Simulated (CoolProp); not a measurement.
The numbers come from the reference Helmholtz-energy equation of state, McLinden 2015 in CoolProp.

Give the vapour pressure (MPa), enthalpy of vaporisation (kJ/kg), liquid cp (kJ/(kg K)) of saturated the fluoroketone C6F12O (FK-5-1-12) at 344.9, 357.1 K.


```tsv
T (K)	p (MPa)	enthalpy of vaporisation (kJ/kg)	liquid cp (kJ/(kg K))
344.9	0.209	80.8	1.15
357.1	0.296	76.6	1.17
```
